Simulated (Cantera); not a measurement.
**Thermodynamics of iron carbonyl, mercury and lead vapours, feed HgO + H2**

Charge: 1 mol HgO, 5.2 mol H2, at 750 Torr.

Method: chemical equilibrium by Gibbs-energy minimisation in Cantera with the NASA 1993 tables (ideal gas, pure condensed phases). Candidate condensed phases: H2O, Hg, HgO; 10 gas species. Kinetics and transport are ignored.

```csv
T (K),x H2,x H2O,x Hg,x H,n Hg(l)
498,0.768,0.183,0.0490,<1e-12,0.732
548,0.677,0.161,0.161,<1e-12,0
598,0.677,0.161,0.161,<1e-12,0
648,0.677,0.161,0.161,<1e-12,0
698,0.677,0.161,0.161,<1e-12,0
748,0.677,0.161,0.161,<1e-12,0
798,0.677,0.161,0.161,2.19e-12,0
848,0.677,0.161,0.161,1.57e-11,0
898,0.677,0.161,0.161,9.01e-11,0
948,0.677,0.161,0.161,4.32e-10,0
998,0.677,0.161,0.161,1.77e-9,0
```
x: gas mole fraction; n: condensed amount in mol.

At 498 K the condensed part is Hg(l). From 548 K to 998 K nothing is condensed. The main Hg-bearing gas is Hg throughout.
